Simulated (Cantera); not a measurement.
An isothermal, constant-pressure homogeneous reactor starts with N₂O : H₂O = 1 : 0.047 (molar parts), at 1398 K and 48.8 Torr.

Model: GRI-Mech 3.0 (53 species, 325 reactions), integrated in Cantera. GRI-Mech 3.0 was tuned for natural gas; its chemistry of N2O as a main component is partial and can be far from experiment. The mechanism lacks the step 2 NO + O2 → 2 NO2, which can matter for NO2 below about 1400 K. The temperature is held fixed by assumption; the heat of reaction is taken as removed at once.

Q: Predict: x(N₂O) at 100 s; x(H₂O) at 100 s; x(O₂) at 100 s; x(HO₂) at 100 s; x(H₂) at 100 s; x(NO) at 100 s.

A: 
| Property | Result |
|---|---|
| x(N₂O) at 100 s | 2.33e-6 (gas-phase equilibrium 1.19e-8) |
| x(H₂O) at 100 s | 0.0304 (gas-phase equilibrium 0.0304) |
| x(O₂) at 100 s | 0.273 (gas-phase equilibrium 0.323) |
| x(HO₂) at 100 s | 3.01e-8 (gas-phase equilibrium 3.41e-8) |
| x(H₂) at 100 s | 1.01e-7 (gas-phase equilibrium 9.25e-8) |
| x(NO) at 100 s | 0.100 (gas-phase equilibrium 0.000808) |
